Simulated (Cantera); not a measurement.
A Cantera script and what it prints.

```python
import numpy as np
import cantera as ct

gas_names = """
    Fe FeO O O2 O3 S SO SO2 SO3 S2 S2O S8
""".split()
cond_names = """
    Fe(a) Fe(c) Fe(d) Fe(L) FeO(s) FeO(L) FeS(a) FeS(b) FeS(c) FeS(L) FeSO4(s) FeS2(s) Fe2O3(s)
    Fe2S3O12(s) Fe3O4(s) S(cr1) S(cr2) S(L)
""".split()


def load(file, names, dense=False):
    # The tables refer to 1 bar. Condensed volumes are neglected.
    table = {s.name: s for s in ct.Species.list_from_file(file)}
    out = []
    for n in names:
        d = dict(table[n].input_data)
        d["thermo"] = dict(d["thermo"], **{"reference-pressure": 1e5})
        if dense:
            d["equation-of-state"] = {"model": "constant-volume", "density": "1e6 g/cm^3"}
        out.append(ct.Species.from_dict(d))
    return out


gas = ct.Solution(thermo="ideal-gas", species=load("nasa_gas.yaml", gas_names))
cond = {s.name: ct.Solution(thermo="fixed-stoichiometry", species=[s], name=s.name)
        for s in load("nasa_condensed.yaml", cond_names, dense=True)}
atoms = {
    'FeS': {'Fe': 1, 'S': 1},
    'O2': {'O': 2},
}
top_T = {'FeSO4(s)': 950, 'FeS2(s)': 1010, 'Fe2O3(s)': 1830, 'Fe2S3O12(s)': 1100, 'Fe3O4(s)': 1870}  # K; cautious upper limits of use, not melting points


def equilibrate(T, P, feed):
    n = {}
    for name, mol in feed.items():
        for a, k in atoms[name].items():
            n[a] = n.get(a, 0.0) + k * mol
    gas.TPX = T, P, n
    mass = sum(n.values()) * gas.mean_molecular_weight
    gas.equilibrate("TP")
    valid = [c for c in cond.values() if c.min_temp <= T <= top_T.get(c.name, c.max_temp)]
    mix = ct.Mixture([(gas, mass / gas.mean_molecular_weight)] + [(c, 0.0) for c in valid])
    mix.T, mix.P = T, P
    mix.equilibrate("TP", solver="vcs", rtol=1e-11, max_steps=5000)
    return mix


results = []
feed = {'FeS': 1, 'O2': 3.9}  # mol
P = 1333.22  # Pa
for T in [1225, 1275, 1325, 1375, 1425, 1475, 1525, 1575, 1625, 1675]:
    mix = equilibrate(T, P, feed)
    results.append((T, P, feed, dict(zip(mix.species_names, mix.species_moles))))
    x = sorted(zip(gas.X, gas.species_names), reverse=True)
    print(f"T = {T:g} K  P = {P:g} Pa  gas = {mix.phase_moles(0):.4g} mol")
    print("   x: " + "  ".join(f"{s} {v:.3e}" for v, s in x if v > 1e-06))
    print("   condensed (mol): " + ("  ".join(f"{mix.phase(i).name} {mix.phase_moles(i):.4g}"
          for i in range(1, mix.n_phases) if mix.phase_moles(i) > 1e-12) or "none"))
```

Result:

```
T = 1225 K  P = 1333.22 Pa  gas = 3.14 mol
   x: O2 6.815e-01  SO2 3.122e-01  SO3 6.277e-03
   condensed (mol): Fe2O3(s) 0.5
T = 1275 K  P = 1333.22 Pa  gas = 3.143 mol
   x: O2 6.818e-01  SO2 3.138e-01  SO3 4.351e-03
   condensed (mol): Fe2O3(s) 0.5
T = 1325 K  P = 1333.22 Pa  gas = 3.145 mol
   x: O2 6.820e-01  SO2 3.149e-01  SO3 3.098e-03  O 1.970e-06
   condensed (mol): Fe2O3(s) 0.5
T = 1375 K  P = 1333.22 Pa  gas = 3.146 mol
   x: O2 6.822e-01  SO2 3.156e-01  SO3 2.261e-03  O 4.553e-06
   condensed (mol): Fe2O3(s) 0.5
T = 1425 K  P = 1333.22 Pa  gas = 3.147 mol
   x: O2 6.823e-01  SO2 3.160e-01  SO3 1.687e-03  O 9.927e-06
   condensed (mol): Fe2O3(s) 0.5
T = 1475 K  P = 1333.22 Pa  gas = 3.148 mol
   x: O2 6.823e-01  SO2 3.164e-01  SO3 1.284e-03  O 2.054e-05
   condensed (mol): Fe2O3(s) 0.5
T = 1525 K  P = 1333.22 Pa  gas = 3.232 mol
   x: O2 6.905e-01  SO2 3.084e-01  SO3 9.756e-04  O 4.076e-05  SO 1.679e-06
   condensed (mol): Fe3O4(s) 0.3333
T = 1575 K  P = 1333.22 Pa  gas = 3.232 mol
   x: O2 6.905e-01  SO2 3.086e-01  SO3 7.690e-04  O 7.705e-05  SO 3.577e-06
   condensed (mol): Fe3O4(s) 0.3333
T = 1625 K  P = 1333.22 Pa  gas = 3.233 mol
   x: O2 6.905e-01  SO2 3.087e-01  SO3 6.152e-04  O 1.401e-04  SO 7.272e-06
   condensed (mol): Fe3O4(s) 0.3333
T = 1675 K  P = 1333.22 Pa  gas = 3.233 mol
   x: O2 6.904e-01  SO2 3.088e-01  SO3 4.990e-04  O 2.458e-04  SO 1.417e-05
   condensed (mol): Fe3O4(s) 0.3333
```

These are equilibrium values from Cantera (NASA tables, ideal gas, pure condensed phases), not measurements of a reactor.
